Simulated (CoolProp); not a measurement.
Properties of R1234ze(E) along the isotherm 75.95 °C (Tc = 109.4 °C, pc = 3.635 MPa, ω = 0.313).

Model: reference Helmholtz-energy equation of state, Thol 2016, in CoolProp.

```json
[
 {"p (MPa)": "0.121", "phase": "gas", "cp (kJ/(kg K))": "0.9618", "isothermal compressibility (1/MPa)": "8.403", "viscosity (µPa s)": "14.5", "conductivity (mW/(m K))": "18.0"},
 {"p (MPa)": "0.242", "phase": "gas", "cp (kJ/(kg K))": "0.9727", "isothermal compressibility (1/MPa)": "4.277", "viscosity (µPa s)": "14.5", "conductivity (mW/(m K))": "18.0"},
 {"p (MPa)": "0.363", "phase": "gas", "cp (kJ/(kg K))": "0.9847", "isothermal compressibility (1/MPa)": "2.906", "viscosity (µPa s)": "14.5", "conductivity (mW/(m K))": "18.0"},
 {"p (MPa)": "0.485", "phase": "gas", "cp (kJ/(kg K))": "0.9980", "isothermal compressibility (1/MPa)": "2.220", "viscosity (µPa s)": "14.5", "conductivity (mW/(m K))": "18.0"},
 {"p (MPa)": "0.606", "phase": "gas", "cp (kJ/(kg K))": "1.013", "isothermal compressibility (1/MPa)": "1.817", "viscosity (µPa s)": "14.5", "conductivity (mW/(m K))": "18.0"},
 {"p (MPa)": "0.727", "phase": "gas", "cp (kJ/(kg K))": "1.029", "isothermal compressibility (1/MPa)": "1.551", "viscosity (µPa s)": "14.6", "conductivity (mW/(m K))": "18.0"},
 {"p (MPa)": "0.848", "phase": "gas", "cp (kJ/(kg K))": "1.048", "isothermal compressibility (1/MPa)": "1.366", "viscosity (µPa s)": "14.6", "conductivity (mW/(m K))": "18.1"},
 {"p (MPa)": "0.969", "phase": "gas", "cp (kJ/(kg K))": "1.069", "isothermal compressibility (1/MPa)": "1.230", "viscosity (µPa s)": "14.7", "conductivity (mW/(m K))": "18.2"},
 {"p (MPa)": "1.09", "phase": "gas", "cp (kJ/(kg K))": "1.093", "isothermal compressibility (1/MPa)": "1.130", "viscosity (µPa s)": "14.7", "conductivity (mW/(m K))": "18.3"},
 {"p (MPa)": "1.21", "phase": "gas", "cp (kJ/(kg K))": "1.121", "isothermal compressibility (1/MPa)": "1.056", "viscosity (µPa s)": "14.8", "conductivity (mW/(m K))": "18.4"},
 {"p (MPa)": "1.33", "phase": "gas", "cp (kJ/(kg K))": "1.155", "isothermal compressibility (1/MPa)": "1.001", "viscosity (µPa s)": "14.9", "conductivity (mW/(m K))": "18.6"},
 {"p (MPa)": "1.45", "phase": "gas", "cp (kJ/(kg K))": "1.196", "isothermal compressibility (1/MPa)": "0.9634", "viscosity (µPa s)": "15.0", "conductivity (mW/(m K))": "18.8"},
 {"p (MPa)": "1.58", "phase": "gas", "cp (kJ/(kg K))": "1.253", "isothermal compressibility (1/MPa)": "0.9411", "viscosity (µPa s)": "15.2", "conductivity (mW/(m K))": "19.1"},
 {"p (MPa)": "1.7", "phase": "gas", "cp (kJ/(kg K))": "1.324", "isothermal compressibility (1/MPa)": "0.9393", "viscosity (µPa s)": "15.4", "conductivity (mW/(m K))": "19.5"}
]
```

Viscosity comes from a separate model (Bell 2016), an estimate that may be off by 10 % or more. Thermal conductivity comes from a separate model (Perkins 2011).
